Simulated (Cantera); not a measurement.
A closed system holds: 1 mol Si3N4, 0.82 mol H2, 0.037 mol C, equilibrated at 6.50 bar.

Equilibrium computed with Cantera from the NASA thermochemical tables; the gas is ideal and each condensed phase is pure. Candidate condensed phases: C, C6H6, C7H8, C8H18, Si, SiC, Si3N4; 105 gas species. Mutual solubility and eutectic melting of coexisting phases are not modelled. The tables' values for SiN are old estimates; treat these amounts as uncertain. Gases not in the tables: Si2H6 and higher silanes. Rates play no part.

x: gas mole fraction; n: condensed amount in mol.

```
T (K)   x N2   x H2      x H      x Si    x HCN     x SiH  n Si(l)  n SiC(s)
-----  -----  -----  -------  --------  -------  --------  -------  --------
2423   0.705  0.285  0.00371  0.000403  0.00517  0.000163     2.98    0.0201
2473   0.703  0.283  0.00465  0.000595  0.00663  0.000223     2.98    0.0150
2523   0.701  0.281  0.00578  0.000866  0.00842  0.000299     2.98   0.00850
2573   0.699  0.279      ___       ___   0.0106       ___     2.99       ___
2623   0.698  0.277  0.00870   0.00175   0.0106  0.000521     2.99         0
2673   0.697  0.276   0.0106   0.00245   0.0104  0.000677     2.98         0
2723   0.695  0.274   0.0127   0.00337   0.0103  0.000870     2.98         0
2773   0.693  0.272   0.0152   0.00459   0.0101   0.00111     2.97         0
2823   0.690  0.269   0.0180   0.00618  0.00989   0.00140     2.96         0
2873   0.687  0.266      ___       ___  0.00967       ___     2.95         0
2923   0.683  0.263   0.0249    0.0109  0.00941   0.00216     2.94         0
```

Q: Complete the blanks.

A: 
- 2573, x H: 0.00711
- 2573, x Si: 0.00124
- 2573, x SiH: 0.000396
- 2573, n SiC(s): 0.000434
- 2873, x H: 0.0213
- 2873, x Si: 0.00824
- 2873, x SiH: 0.00174
